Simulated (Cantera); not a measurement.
Input (Python, Cantera) and output of one run.

```python
import numpy as np
import cantera as ct

gas_names = """
    H HI H2 I I2 N NH NH2 NH3 N2 N2H2 N2H4 Na NaH NaI Na2
""".split()
cond_names = """
    I2(cr) I2(L) Na(cr) Na(L) NaI(s) NaI(L)
""".split()


# ... load() reads the species with a 1 bar reference pressure and builds the phases ...
atoms = {
    'NaI': {'Na': 1, 'I': 1},
    'H2': {'H': 2},
    'N2': {'N': 2},
}
top_T = {}  # K; cautious upper limits of use, not melting points


# ... equilibrate(T, P, feed) seeds the gas with the atoms and calls Mixture.equilibrate('TP', solver="vcs", rtol=1e-11, max_steps=5000) ...
results = []
T = 1575  # K
P = 1000  # Pa
for m in [2.5, 3.6, 5.2, 7.6, 11, 16, 23, 33, 48, 70, 100]:
    feed = {'NaI': 1, 'H2': 4.2, 'N2': m}  # mol
    mix = equilibrate(T, P, feed)
    results.append((T, P, feed, dict(zip(mix.species_names, mix.species_moles))))

top = {s: max(r[3][s] / sum(r[3][g] for g in gas_names) for r in results) for s in gas_names}
cols = sorted((s for s in top if top[s] > 0.0001), key=lambda s: -top[s])[:8]
seen = [c for c in cond_names if any(r[3].get(c, 0) > 1e-12 for r in results)]
print("log10 of partial pressures in bar; condensed amounts in mol")
print(f"{'n(N2)':>10s}" + "".join(f"{s[:9]:>10s}" for s in cols + seen))
for T, P, feed, n in results:
    ng = sum(n[g] for g in gas_names)
    print(f"{feed['N2']:10.4g}" + "".join(f"{np.log10(max(n[s] / ng * P / 1e5, 1e-99)):10.3f}" for s in cols)
          + "".join(f"{n.get(c, 0):10.4g}" for c in seen))
```

It prints:

```
log10 of partial pressures in bar; condensed amounts in mol
     n(N2)        N2        H2       NaI        Na         I        HI         H
       2.5    -2.492    -2.267    -2.915    -4.127    -4.197    -4.951    -5.515
       3.6    -2.391    -2.325    -2.975    -4.159    -4.225    -5.007    -5.544
       5.2    -2.304    -2.397    -3.049    -4.198    -4.260    -5.078    -5.580
       7.6    -2.229    -2.487    -3.142    -4.248    -4.303    -5.167    -5.625
        11    -2.170    -2.589    -3.248    -4.304    -4.353    -5.268    -5.676
        16    -2.124    -2.706    -3.370    -4.367    -4.411    -5.384    -5.734
        23    -2.090    -2.829    -3.500    -4.435    -4.473    -5.508    -5.796
        33    -2.065    -2.961    -3.639    -4.507    -4.540    -5.641    -5.862
        48    -2.046    -3.105    -3.792    -4.586    -4.614    -5.787    -5.934
        70    -2.032    -3.255    -3.954    -4.669    -4.693    -5.940    -6.009
       100    -2.023    -3.400    -4.113    -4.751    -4.771    -6.091    -6.082
```

These are equilibrium values from Cantera (NASA tables, ideal gas, pure condensed phases), not measurements of a reactor. Gases not in the tables: NaBr and NaI dimers.
